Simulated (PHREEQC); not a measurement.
# Leach liquor

Consider water at 25 °C with 0.092 mol/kgw H2SO4, 9.4e-05 mol/kgw ZnSO4 and 3.7e-05 mol/kgw MgSO4. Closed to the air; pH follows from the charge balance.

All values are PHREEQC results (ion-association model, phreeqc.dat), not measurements.

```yaml
pH: 1.04
ionic_strength: 0.130 mol/kgw
specific_conductance: 36700 µS/cm
density: 1.003 g/cm³
total_alkalinity: -184 meq/kg
```

```json
[
 {"species": "H+", "molality": "0.111", "activity": "0.0902", "log γ": "-0.089"},
 {"species": "HSO4-", "molality": "0.0733", "activity": "0.0562", "log γ": "-0.115"},
 {"species": "SO4-2", "molality": "0.0188", "activity": "0.00641", "log γ": "-0.467"},
 {"species": "Zn+2", "molality": "5.94e-5", "activity": "2.05e-5", "log γ": "-0.462"},
 {"species": "ZnSO4", "molality": "2.99e-5", "activity": "3.08e-5", "log γ": "0.013"},
 {"species": "Mg+2", "molality": "2.38e-5", "activity": "9.06e-6", "log γ": "-0.419"},
 {"species": "MgSO4", "molality": "1.32e-5", "activity": "1.36e-5", "log γ": "0.013"},
 {"species": "Zn(SO4)2-2", "molality": "4.64e-6", "activity": "1.61e-6", "log γ": "-0.461"}
]
```

Precipitation was switched off in this run.
